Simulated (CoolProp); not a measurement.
Saturation properties of R1233zd(E).

Model: reference Helmholtz-energy equation of state, Akasaka 2022, in CoolProp.

```tsv
T (K)	p (bar)	liquid density (kg/m³)	vapour density (kg/m³)	enthalpy of vaporisation (kJ/kg)	liquid cp (kJ/(kg K))
330.2	3.605	1181	19.09	173.4	1.261
332.8	3.877	1174	20.50	171.8	1.268
335.5	4.176	1166	22.05	170.2	1.275
338.1	4.481	1159	23.63	168.5	1.283
340.7	4.802	1152	25.30	166.9	1.290
343.3	5.140	1144	27.07	165.2	1.298
345.9	5.495	1137	28.94	163.4	1.306
348.6	5.884	1129	30.99	161.6	1.314
351.2	6.278	1121	33.08	159.8	1.322
353.8	6.691	1113	35.30	157.9	1.331
356.4	7.124	1105	37.63	156.0	1.340
359	7.578	1097	40.10	154.1	1.350
361.7	8.072	1088	42.82	152.1	1.360
```

It boils at 291.3 K under 1 atm.
